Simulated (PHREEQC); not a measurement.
A column of 0.2 m (40 cells, dispersivity 0.007 m, 720 s a shift, diffusion coefficient 3e-10 m²/s) holds 0.035 eq of the database's cation exchanger X per kg of pore water, first in equilibrium with 0.0017 mol/kgw KCl and 1e-05 mol/kgw HCl. It is flushed with 20 mmol/kgw KBr, 1.3 mmol/kgw MgCl2 and 0.01 mmol/kgw HCl, at 15 °C. Values are for the last cell. No CO2 enters from the air. No solid was allowed to form.

All values are PHREEQC results (ion-association model, phreeqc.dat), not measurements.

```tsv
pore volumes	Br in solution (mol/kgw)	Mg in solution (mol/kgw)	K in solution (mol/kgw)	Cl in solution (mol/kgw)	MgX2 on the exchanger (mol/kgw)
0	0	0	0.00170	0.00171	0
0.4125	7.22e-6	0	0.00171	0.00171	0
0.8125	0.00511	0	0.00704	0.00194	0
1.212	0.0161	3.96e-13	0.0185	0.00244	2.55e-12
1.613	0.0195	1.17e-8	0.0221	0.00259	5.34e-8
1.812	…	1.40e-7	0.0224	0.00260	6.16e-7
2.212	0.0200	3.23e-6	0.0226	0.00261	1.40e-5
2.612	0.0200	…	0.0226	0.00261	0.000101
3.013	0.0200	9.20e-5	0.0224	0.00261	0.000388
3.413	0.0200	0.000243	0.0221	0.00261	0.000980
3.812	0.0200	0.000470	0.0217	0.00261	0.00179
4.213	0.0200	0.000717	0.0212	0.00261	0.00258
4.412	0.0200	0.000828	0.0209	0.00261	0.00291
4.812	0.0200	0.00101	0.0206	0.00261	…
5.213	0.0200	0.00113	0.0203	0.00261	0.00373
5.612	0.0200	0.00120	…	0.00261	…
6.013	0.0200	0.00124	0.0201	0.00261	0.00404
```

Q: Fill in the missing entries.

A: 
- 1.812, Br in solution (mol/kgw): 0.0198
- 2.612, Mg in solution (mol/kgw): 2.34e-5
- 4.812, MgX2 on the exchanger (mol/kgw): 0.00341
- 5.612, K in solution (mol/kgw): 0.0202
- 5.612, MgX2 on the exchanger (mol/kgw): 0.00393
